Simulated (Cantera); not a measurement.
Cantera run, input and output.

```python
import numpy as np
import cantera as ct

gas = ct.Solution("gri30.yaml")
gas.TPX = 450, 330000, {'CH4': 1, 'C2H6': 0.19, 'O2': 1.78, 'N2': 6.68}
flame = ct.FreeFlame(gas, width=0.017)
flame.set_refine_criteria(ratio=3, slope=0.08, curve=0.16)
flame.transport_model = "mixture-averaged"
flame.solve(loglevel=0, auto=True)
z, T = flame.grid, flame.T
thick = (T[-1] - T[0]) / np.gradient(T, z).max()
show = ['CH4', 'C2H6', 'O2', 'O', 'H', 'NO2']
print(f"laminar burning velocity  {flame.velocity[0] * 100:.3f} cm/s")
print(f"burnt temperature         {T[-1]:.1f} K")
print(f"thermal thickness         {thick * 1e3:.4f} mm")
print(f"grid points               {len(z)}")
z0 = z[flame.heat_release_rate.argmax()]
print(f"{'z/mm':>9s}{'T/K':>9s}{'u/(m/s)':>9s}" + "".join(f"{s:>11s}" for s in show))
rows = []
for k in (-3, -2, -1.5, -1, -0.5, -0.25, 0, 0.25, 0.5, 1, 2, 4, 8):
    zz = z0 + k * thick
    rows.append([k * thick, np.interp(zz, z, T), np.interp(zz, z, flame.velocity),
                 *(np.interp(zz, z, flame.X[gas.species_index(s)]) for s in show)])
    print(f"{rows[-1][0] * 1e3:9.3f}{rows[-1][1]:9.1f}{rows[-1][2]:9.3f}" + "".join(f"{x:11.3e}" for x in rows[-1][3:]))
```

Output:

```
laminar burning velocity  19.760 cm/s
burnt temperature         2027.9 K
thermal thickness         0.3495 mm
grid points               131
     z/mm      T/K  u/(m/s)        CH4       C2H6         O2          O          H        NO2
   -1.049    450.7    0.199  1.032e-01  1.962e-02  1.837e-01  1.659e-19  4.078e-18  2.157e-10
   -0.699    456.6    0.202  1.022e-01  1.950e-02  1.823e-01  4.348e-17  3.843e-16  2.806e-09
   -0.524    479.7    0.214  1.001e-01  1.929e-02  1.796e-01  4.847e-15  3.233e-14  1.706e-08
   -0.350    605.6    0.274  9.190e-02  1.822e-02  1.678e-01  4.892e-12  7.873e-11  1.282e-07
   -0.175   1067.5    0.497  6.367e-02  1.146e-02  1.195e-01  3.042e-07  3.619e-06  3.418e-07
   -0.087   1447.1    0.686  3.902e-02  4.333e-03  7.399e-02  8.629e-06  7.575e-05  7.778e-08
    0.000   1781.8    0.855  1.652e-02  5.334e-04  3.081e-02  3.131e-05  4.568e-04  4.939e-09
    0.087   1946.6    0.938  6.712e-03  5.807e-05  9.832e-03  2.135e-05  7.875e-04  8.765e-10
    0.175   2004.4    0.966  3.952e-03  1.346e-05  3.323e-03  8.076e-06  7.315e-04  3.166e-10
    0.350   2033.6    0.980  2.587e-03  2.563e-06  5.938e-04  1.379e-06  4.780e-04  8.942e-11
    0.699   2039.5    0.983  1.865e-03  6.604e-07  4.957e-05  2.927e-07  3.278e-04  3.534e-11
    1.398   2037.1    0.983  1.285e-03  2.617e-07  1.349e-06  2.003e-07  3.047e-04  3.323e-11
    2.796   2033.1    0.984  7.689e-04  8.847e-08  1.826e-07  1.893e-07  3.022e-04  4.253e-11
```

Detailed kinetics in Cantera: GRI-Mech 3.0 (53 species, 325 reactions). Burning velocities carry a grid error of a few per cent, more on coarse grids.
